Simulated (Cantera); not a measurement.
Equilibrium for calcination and drying: Mg(OH)₂ + H₂ + O₂

Input: 1 mol Mg(OH)₂, 0.038 mol H₂, 0.92 mol O₂, equilibrated at 600 K.

Method: chemical equilibrium by Gibbs-energy minimisation in Cantera with the NASA 1993 tables (ideal gas, pure condensed phases). Candidate condensed phases: H₂O, Mg, MgO, Mg(OH)₂; 15 gas species. The numbers say what is thermodynamically allowed, not how fast it happens.

```csv
P (Pa),x H₂O,x O₂,n MgO(s),n Mg(OH)₂(s)
10,0.535,0.465,1.00,0
100,0.535,0.465,1.00,0
1000,0.535,0.465,1.00,0
10000,0.535,0.465,1.00,0
100000,0.535,0.465,1.00,0
1000000,0.535,0.465,0.997,0.00332
```
x: gas mole fraction; n: condensed amount in mol.

From 10.0 Pa to 1.00 bar the condensed part is MgO(s). At 10.0 bar the condensed part is MgO(s) + Mg(OH)₂(s).
